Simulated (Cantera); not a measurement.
A closed system holds: 1 mol CF4, 0.01 mol F2, 8.9 mol H2, equilibrated at 105 Torr.

Equilibrium computed with Cantera from the NASA thermochemical tables; the gas is ideal and each condensed phase is pure. Candidate condensed phases: C, C6H6, C7H8, C8H18; 95 gas species. Kinetics and transport are ignored.

Task: At 2548 K, list the 5 most abundant gas species with their mole fractions, and the condensed phases.

Result: H2 0.573, HF 0.357, H 0.0626, C2H2 (acetylene) 0.00756, F 9.21e-5. Condensed: C(graphite).
